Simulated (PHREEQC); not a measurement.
**Buffer: an equilibrium model**

A solution holds 0.026 mol/kgw NaHSO4, 0.56 mol/kgw Na2HPO4 and 1.3 mol/kgw KCl, at 25 °C. Closed to the air; pH follows from the charge balance.

Equilibrium calculation in PHREEQC: ion-association model, phreeqc.dat.

Each row changes one thing in this solution. No solid was allowed to form.

| case | pH | ionic strength (mol/kgw) | Na+ (mol/kgw) | SO4-2 (mol/kgw) | NaSO4- (mol/kgw) | HSO4- (mol/kgw) |
|---|---|---|---|---|---|---|
| as made | 7.62 | 2.56 | 1.02 | 0.0103 | 0.00765 | 2.03e-9 |
| Na2HPO4 left out | 1.77 | 1.35 | 0.0258 | … | 0.000224 | 0.00284 |
| Na2HPO4 from 0.56 to 0.28 mol/kgw | 7.36 | 1.97 | 0.549 | 0.0112 | 0.00461 | 5.36e-9 |
| temperature from 25 to 20 °C | 7.63 | 2.56 | 1.02 | 0.0106 | 0.00772 | 1.84e-9 |
| Na2HPO4 from 0.56 to 0.056 mol/kgw | 6.50 | 1.45 | 0.136 | 0.0119 | 0.00128 | 5.50e-8 |
| diluted 2-fold with water | 7.76 | 1.35 | 0.533 | 0.00664 | 0.00283 | … |
| KCl left out | 7.76 | 1.41 | 0.996 | 0.0145 | 0.0115 | 3.76e-9 |
| 0.024 mol/kgw NH3 added | 8.44 | 2.59 | 1.01 | 0.0103 | 0.00761 | 3.02e-10 |
| temperature from 25 to 60 °C | 7.52 | 2.59 | … | 0.00873 | 0.00702 | 4.39e-9 |

Fill in the missing entries.


- Na2HPO4 left out, SO4-2 (mol/kgw): 0.0108
- diluted 2-fold with water, HSO4- (mol/kgw): 1.76e-9
- temperature from 25 to 60 °C, Na+ (mol/kgw): 1.03

The ionic strength passes 0.7 mol/kgw, the rough limit of the ion-association models, in every such run. Constants without temperature data keep their 25 °C values here.
